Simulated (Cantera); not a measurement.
Charge: 1 mol C, 22 mol H2, 7.2 mol N2, at 2048 K.

Equilibrium computed with Cantera from the NASA thermochemical tables; the gas is ideal and each condensed phase is pure. Candidate condensed phases: C, C6H6, C7H8, C8H18; 92 gas species. Kinetics and transport are ignored.

Q: At 4600 Pa, list the 5 most abundant gas species with their mole fractions, and the condensed phases.

A: H2 0.741, N2 0.241, H 0.00899, HCN 0.00750, C2H2 (acetylene) 0.000777. Condensed: C(graphite).
